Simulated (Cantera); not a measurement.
A perfectly stirred reactor is fed with CH3OH : O2 : N2 = 1 : 1.5 : 5.64 (molar parts), equivalence ratio 1.0, at 3750 Torr; it is adiabatic with a 425 K inlet, and is followed from long to short residence time, starting on the burning branch (τ in s: 0.076, 0.039, 0.02, 0.01, 0.0053, 0.0027, 0.0014, 0.00073, 0.00037, 0.00019, 9.9e-05).

Computed with Cantera and GRI-Mech 3.0 (53 species, 325 reactions). GRI-Mech 3.0 was tuned for natural gas; its chemistry of methanol as a main component is partial and can be far from experiment.

What does this change do: CH3OH 1 to 1.4 parts?


| quantity | before | after |
|---|---|---|
| blow-out, bracketed by the residence times tried | burning at 99.0 µs, the shortest tried | burning at 99.0 µs, the shortest tried |
| x(CH3OH) at τ = 76.0 ms | 3.57e-7 | 1.19e-6 |
| x(O2) at τ = 76.0 ms | 0.00492 | 4.44e-5 |
| x(HCN) at τ = 76.0 ms | 5.79e-8 | 2.94e-7 |
| x(N2O) at τ = 76.0 ms | 2.54e-7 | 5.53e-9 |
| x(CH2O) at τ = 76.0 ms | 3.87e-7 | 1.22e-6 |
| x(CH3OH) at τ = 2.70 ms | 6.70e-6 | 9.36e-6 |
| x(O2) at τ = 2.70 ms | 0.00843 | 0.000389 |
| x(HCN) at τ = 2.70 ms | 1.21e-7 | 1.02e-6 |
| x(N2O) at τ = 2.70 ms | 3.47e-7 | 1.90e-8 |
| x(CH2O) at τ = 2.70 ms | 6.92e-6 | 8.81e-6 |
